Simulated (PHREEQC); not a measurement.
Solution A (0.033 mol HCl and 0.0004 mol Al2(SO4)3 per kg of water) is mixed with solution B (0.0062 mol/kgw CuSO4, 0.00013 mol/kgw HCl and 0.23 mol/kgw KCl) at 25 °C; shares are by mass of water, 1 kg in all. Oxygen alone is held at its pressure in air (log pO2 = -0.68). CO2 from the air is kept out. The run lets Al(OH)3(a), Cu(OH)2, Brochantite, Antlerite, Atacamite, Basaluminite, Chalcanthite, AlumK precipitate or redissolve, and no other solid.

The series has 21 steps of share of solution B, from 0 to 1.

Model: ion-association model, wateq4f.dat, run in PHREEQC.

### Question
Between which two steps does the pH jump most, and from what to what?

### Answer
Between share of solution B = 0.95 and 1: from 2.90 to 4.04.
